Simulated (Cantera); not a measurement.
## CF₄ + HCl + Si (fluorocarbon and chlorocarbon gases)

A closed system holds: 1 mol CF₄, a varied amount of HCl, 1.5 mol Si, equilibrated at 1323 K and 0.133 bar.

Cantera equilibrium calculation (NASA polynomials, part measured and part estimated; ideal gas, pure solids and liquids). Candidate condensed phases: C, C₆H₆, C₇H₈, C₈H₁₈, Si, SiC; 143 gas species. The tables' values for SiF₃, SiCl₃, SiF₂ are old estimates; treat these amounts as uncertain. Kinetics and transport are ignored.

| n(HCl) (mol) | x SiF₄ | x HCl | x H₂ | x SiCl₄ | x SiF₃ | n C(graphite) | n SiC(s) |
|---|---|---|---|---|---|---|---|
| 0.031 | 0.962 | 0.0181 | 0.00510 | 0.00230 | 0.00909 | 0.506 | 0.494 |
| 0.038 | 0.957 | 0.0217 | 0.00649 | 0.00292 | 0.00905 | 0.507 | 0.493 |
| 0.047 | 0.949 | 0.0262 | 0.00831 | 0.00375 | 0.00900 | 0.508 | 0.492 |
| 0.057 | 0.941 | 0.0309 | 0.0104 | 0.00469 | 0.00894 | 0.509 | 0.491 |
| 0.07 | 0.931 | 0.0368 | 0.0131 | 0.00592 | 0.00887 | 0.511 | 0.489 |
| 0.085 | 0.919 | 0.0433 | 0.0162 | 0.00736 | 0.00878 | 0.513 | 0.487 |
| 0.1 | 0.908 | 0.0495 | 0.0194 | 0.00881 | 0.00870 | 0.515 | 0.485 |
| 0.13 | 0.886 | 0.0611 | 0.0257 | 0.0117 | 0.00855 | 0.520 | 0.480 |
| 0.15 | 0.872 | 0.0684 | 0.0298 | 0.0136 | 0.00845 | 0.522 | 0.478 |
x: gas mole fraction; n: condensed amount in mol.

From 0.031 mol HCl to 0.15 mol HCl the condensed part is C(graphite) + SiC(s). The main Si-bearing gas is SiF₄ throughout.
